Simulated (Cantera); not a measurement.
Input: 1 mol SiCl4, a varied amount of CH4, 1.6 mol H2, 0.018 mol C2H2, equilibrated at 1025 K and 0.100 bar.

Equilibrium computed with Cantera from the NASA thermochemical tables; the gas is ideal and each condensed phase is pure. Candidate condensed phases: C, C6H6, C7H8, C8H18, Si, SiC; 109 gas species. Equilibrium is a limit: real reactors are often held back by kinetics, nucleation or transport.

### Question
Which condensed phases are stable at each of these points (n(CH4) (mol)): 0.014, 0.021, 0.031, 0.045, 0.066, 0.096, 0.14, 0.21, 0.3, 0.44, 0.65, 0.95?

### Answer
| n(CH4) (mol) | condensed phases | Si condensed (%) |
|---|---|---|
| 0.014 | SiC(s) | 5.0 |
| 0.021 | SiC(s) | 5.6 |
| 0.031 | SiC(s) | 6.6 |
| 0.045 | SiC(s) | 7.9 |
| 0.066 | SiC(s) | 9.9 |
| 0.096 | C(graphite) + SiC(s) | 11.7 |
| 0.14 | C(graphite) + SiC(s) | 12.1 |
| 0.21 | C(graphite) + SiC(s) | 12.7 |
| 0.3 | C(graphite) + SiC(s) | 13.5 |
| 0.44 | C(graphite) + SiC(s) | 14.6 |
| 0.65 | C(graphite) + SiC(s) | 16.3 |
| 0.95 | C(graphite) + SiC(s) | 18.6 |

From 0.014 mol CH4 to 0.066 mol CH4 the condensed part is SiC(s). From 0.096 mol CH4 to 0.95 mol CH4 the condensed part is C(graphite) + SiC(s).
